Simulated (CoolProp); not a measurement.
Tetradecamethylhexasiloxane (MD4M) along the isobar 0.595 MPa: Z from the reference equation and from simpler models built on Tc = 380.0 °C, pc = 0.8286 MPa, ω = 0.800; each cubic takes its own stable root.

Computed with CoolProp (reference Helmholtz-energy equation of state, Thol 2019).

```json
[
 {"T (°C)": "77.35", "phase": "liquid", "reference": "(withheld)", "van der Waals": "0.2061", "Soave-Redlich-Kwong": "0.1304"},
 {"T (°C)": "101.35", "phase": "liquid", "reference": "(withheld)", "van der Waals": "0.1970", "Soave-Redlich-Kwong": "0.1242"},
 {"T (°C)": "125.25", "phase": "liquid", "reference": "0.1044", "van der Waals": "(withheld)", "Soave-Redlich-Kwong": "0.1191"},
 {"T (°C)": "149.25", "phase": "liquid", "reference": "0.1015", "van der Waals": "0.1830", "Soave-Redlich-Kwong": "0.1149"},
 {"T (°C)": "173.15", "phase": "liquid", "reference": "(withheld)", "van der Waals": "0.1779", "Soave-Redlich-Kwong": "0.1115"},
 {"T (°C)": "197.15", "phase": "liquid", "reference": "0.09759", "van der Waals": "0.1738", "Soave-Redlich-Kwong": "(withheld)"},
 {"T (°C)": "221.05", "phase": "liquid", "reference": "0.09646", "van der Waals": "0.1710", "Soave-Redlich-Kwong": "(withheld)"},
 {"T (°C)": "244.95", "phase": "liquid", "reference": "0.09594", "van der Waals": "0.1694", "Soave-Redlich-Kwong": "0.1069"},
 {"T (°C)": "268.95", "phase": "liquid", "reference": "(withheld)", "van der Waals": "0.1694", "Soave-Redlich-Kwong": "0.1074"},
 {"T (°C)": "292.85", "phase": "liquid", "reference": "0.09724", "van der Waals": "0.1716", "Soave-Redlich-Kwong": "0.1096"},
 {"T (°C)": "316.85", "phase": "liquid", "reference": "0.09983", "van der Waals": "0.1780", "Soave-Redlich-Kwong": "0.1145"},
 {"T (°C)": "340.75", "phase": "liquid", "reference": "0.1055", "van der Waals": "0.6390", "Soave-Redlich-Kwong": "(withheld)"}
]
```

Problem. What belongs in the gaps?

Solution. 
- 77.35, reference: 0.1120
- 101.35, reference: 0.1078
- 125.25, van der Waals: 0.1893
- 173.15, reference: 0.09928
- 197.15, Soave-Redlich-Kwong: 0.1091
- 221.05, Soave-Redlich-Kwong: 0.1075
- 268.95, reference: 0.09612
- 340.75, Soave-Redlich-Kwong: 0.1248

At some of these states van der Waals gives the other phase, because its saturation line lies elsewhere.
